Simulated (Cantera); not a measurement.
A perfectly stirred reactor is fed with N2O : O2 = 1 : 0.23 (molar parts), at 0.280 bar; it is held at 1025 K, and followed from long to short residence time.

Model: GRI-Mech 3.0 (53 species, 325 reactions), integrated in Cantera. GRI-Mech 3.0 was tuned for natural gas; its chemistry of N2O as a main component is partial and can be far from experiment. The mechanism lacks the step 2 NO + O2 → 2 NO2, which can matter for NO2 below about 1400 K. The temperature is held fixed by assumption; the heat of reaction is taken as removed at once.

x: mole fraction; the columns are a selection and need not sum to one.

```
τ (s)   x N2O   x O2      x N2      x NO     x NO2
------  -----  -----  --------  --------  --------
13      0.765  0.200    0.0333   0.00156   6.67e-6
5.8     0.791  0.193    0.0154  0.000723   2.85e-6
2.6     0.803  0.190   0.00701  0.000330   1.11e-6
1.2     0.808  0.188   0.00326  0.000154   3.92e-7
0.53    0.811  0.188       [?]       [?]       [?]
0.24    0.812  0.187  0.000655   3.10e-5   2.84e-8
0.11    0.813  0.187       [?]       [?]       [?]
0.048   0.813  0.187  0.000131   6.20e-6   1.35e-9
0.022   0.813  0.187   6.01e-5   2.84e-6  2.91e-10
0.0097  0.813  0.187   2.65e-5   1.25e-6  5.69e-11
```

### Question
Some entries are withheld; supply them.

### Answer

- 0.53, x N2: 0.00145
- 0.53, x NO: 6.82e-5
- 0.53, x NO2: 1.11e-7
- 0.11, x N2: 0.000301
- 0.11, x NO: 1.42e-5
- 0.11, x NO2: 6.69e-9
